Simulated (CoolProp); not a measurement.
Vapour-liquid equilibrium of carbonyl sulfide (1) + propane (2) at 2.46 bar; x and y are mole fractions of (1).

Computed with CoolProp (multi-fluid Helmholtz-energy mixture model, Lemmon 2006 and Lemmon 2009; pair parameters Bell 2016).

**Question.** Give the bubble temperature and the first vapour's composition at x = 0.35, 0.5, 0.95. Is there an azeotrope?

**Answer.** x = 0.35: 249.2 K, y = 0.423; x = 0.5: 247.9 K, y = 0.570; x = 0.95: 244.5 K, y = 0.963. No azeotrope shows between x = 0.05 and 0.95.

The pair parameters rest on a limited set of measurements; away from them the model extrapolates.
